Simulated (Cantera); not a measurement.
Input: 1 mol Si, 4.1 mol HCl, 0.31 mol H2, 1.2 mol Cl2, equilibrated at 1398 K and 470000 Pa.

Method: chemical equilibrium by Gibbs-energy minimisation in Cantera with the NASA 1993 tables (ideal gas, pure condensed phases). Candidate condensed phases: Si; 19 gas species. The tables' values for SiCl3 are old estimates; treat these amounts as uncertain. Rates play no part.

Base state: HCl 0.552, H2 0.232, SiCl4 0.206, SiHCl3 0.00608, SiCl3 0.00385, SiCl2 0.000307, SiH2Cl2 2.70e-5 (mole fractions); condensed: gas only.

### Question
What changes in the equilibrium state with this change: pressure from 470000 Pa to 101000 Pa?

### Answer
```tsv
species	before	after
HCl	0.552	0.556
H2	0.232	0.228
SiCl4	0.206	0.201
SiCl3	0.00385	0.00795
SiCl2	0.000307	0.00134
SiH2Cl2	2.70e-5	2.51e-5
SiHCl3	0.00608	0.00579
```
